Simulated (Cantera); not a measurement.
A Cantera script and what it prints.

```python
import numpy as np
import cantera as ct

gas_names = """
    H H2 N NH NH2 NH3 N2 N2H2 N2H4 Si SiH SiH2 SiH3 SiH4 SiN Si2 Si2N Si3
""".split()
cond_names = """
    Si(cr) Si(L) Si3N4(a)
""".split()


# ... load() reads the species with a 1 bar reference pressure and builds the phases ...
atoms = {
    'Si': {'Si': 1},
    'NH3': {'N': 1, 'H': 3},
    'H2': {'H': 2},
}
top_T = {'Si3N4(a)': 2400}  # K; cautious upper limits of use, not melting points


# ... equilibrate(T, P, feed) seeds the gas with the atoms and calls Mixture.equilibrate('TP', solver="vcs", rtol=1e-11, max_steps=5000) ...
results = []
feed = {'Si': 1, 'NH3': 1.3, 'H2': 17}  # mol
P = 78  # Pa
for T in [1775, 1800, 1825, 1850, 1875, 1900, 1925, 1950, 1975, 2000]:
    mix = equilibrate(T, P, feed)
    results.append((T, P, feed, dict(zip(mix.species_names, mix.species_moles))))
    x = sorted(zip(gas.X, gas.species_names), reverse=True)
    print(f"T = {T:g} K  P = {P:g} Pa  gas = {mix.phase_moles(0):.4g} mol")
    print("   x: " + "  ".join(f"{s} {v:.3e}" for v, s in x if v > 0.0001))
    print("   condensed (mol): " + ("  ".join(f"{mix.phase(i).name} {mix.phase_moles(i):.4g}"
          for i in range(1, mix.n_phases) if mix.phase_moles(i) > 1e-12) or "none"))
```

It prints:

```
T = 1775 K  P = 78 Pa  gas = 19.76 mol
   x: H2 9.540e-01  N2 3.289e-02  H 1.012e-02  Si 2.814e-03
   condensed (mol): Si(L) 0.9406
T = 1800 K  P = 78 Pa  gas = 19.81 mol
   x: H2 9.504e-01  N2 3.281e-02  H 1.250e-02  Si 4.071e-03  SiH 1.265e-04
   condensed (mol): Si(L) 0.9142
T = 1825 K  P = 78 Pa  gas = 19.87 mol
   x: H2 9.459e-01  N2 3.270e-02  H 1.534e-02  Si 5.830e-03  SiH 1.683e-04
   condensed (mol): Si(L) 0.8771
T = 1850 K  P = 78 Pa  gas = 19.96 mol
   x: H2 9.401e-01  N2 3.255e-02  H 1.870e-02  Si 8.267e-03  SiH 2.220e-04
   condensed (mol): Si(L) 0.8254
T = 1875 K  P = 78 Pa  gas = 20.07 mol
   x: H2 9.329e-01  N2 3.237e-02  H 2.267e-02  Si 1.161e-02  SiH 2.904e-04
   condensed (mol): Si(L) 0.7539
T = 1900 K  P = 78 Pa  gas = 20.21 mol
   x: H2 9.237e-01  N2 3.213e-02  H 2.731e-02  Si 1.617e-02  SiH 3.767e-04  Si2 1.299e-04
   condensed (mol): Si(L) 0.6554
T = 1925 K  P = 78 Pa  gas = 20.4 mol
   x: H2 9.123e-01  H 3.270e-02  N2 3.182e-02  Si 2.231e-02  SiH 4.845e-04  Si2 1.916e-04
   condensed (mol): Si(L) 0.5206
T = 1950 K  P = 78 Pa  gas = 20.65 mol
   x: H2 8.980e-01  H 3.890e-02  N2 3.143e-02  Si 3.053e-02  SiH 6.181e-04  Si2 2.796e-04
   condensed (mol): Si(L) 0.3367
T = 1975 K  P = 78 Pa  gas = 20.97 mol
   x: H2 8.802e-01  H 4.596e-02  Si 4.144e-02  N2 3.093e-02  SiH 7.817e-04  Si2 4.041e-04
   condensed (mol): Si(L) 0.08601
T = 2000 K  P = 78 Pa  gas = 21.15 mol
   x: H2 8.684e-01  H 5.426e-02  Si 4.527e-02  N2 3.067e-02  SiH 7.992e-04  Si2 3.805e-04
   condensed (mol): none
```

Method: chemical equilibrium by Gibbs-energy minimisation in Cantera with the NASA 1993 tables (ideal gas, pure condensed phases). The tables' values for SiN are old estimates; treat these amounts as uncertain. Gases not in the tables: Si2H6 and higher silanes.
